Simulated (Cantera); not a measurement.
Input: 1 mol Ti(OiPr)₄, 0.067 mol O₂, equilibrated at 0.670 bar.

These are equilibrium values from Cantera (NASA tables, ideal gas, pure condensed phases), not measurements of a reactor. Candidate condensed phases: C, C₆H₆, C₇H₈, C₈H₁₈, H₂O, Ti, TiC, TiO, TiO₂, Ti₂O₃, Ti₃O₅, Ti₄O₇; 113 gas species. The feed counts by its element totals alone. TiC: taken at fixed stoichiometry. Condensed phases not in the tables: Magnéli phases beyond Ti₄O₇. Rates play no part.

log p: log10 of the partial pressure in bar; n: condensed amount in mol.

```tsv
T (°C)	log p H₂	log p CO	log p CH₄	log p H	log p H₂O	n C(graphite)	n TiO₂(rutile)	n Ti₃O₅(s)	n TiC(s)
952	-0.24	-1.05	-2.36	-6.63	-3.00	9.79	1.00	0	0
1052	-0.25	-1.00	-2.67	-5.91	-3.39	9.49	0	0.333	0
1152	-0.25	-1.00	-2.91	-5.29	-3.76	9.51	0	0.333	0
1252	-0.29	-0.82	-3.22	-4.77	-3.95	6.85	0	0	1.00
1352	-0.29	-0.82	-3.41	-4.29	-4.23	6.86	0	0	1.00
1452	-0.29	-0.82	-3.57	-3.87	-4.48	6.86	0	0	1.00
1552	-0.29	-0.82	[?]	[?]	[?]	6.86	0	0	1.00
1652	-0.29	-0.82	-3.86	-3.16	-4.90	6.85	0	0	1.00
1752	-0.29	-0.82	[?]	[?]	[?]	6.84	0	0	1.00
1852	-0.29	-0.82	-4.09	-2.58	-5.24	6.82	0	0	1.00
```

Question: Some entries are withheld; supply them.

Answer: 
- 1552, log p CH₄: -3.72
- 1552, log p H: -3.50
- 1552, log p H₂O: -4.70
- 1752, log p CH₄: -3.98
- 1752, log p H: -2.86
- 1752, log p H₂O: -5.08
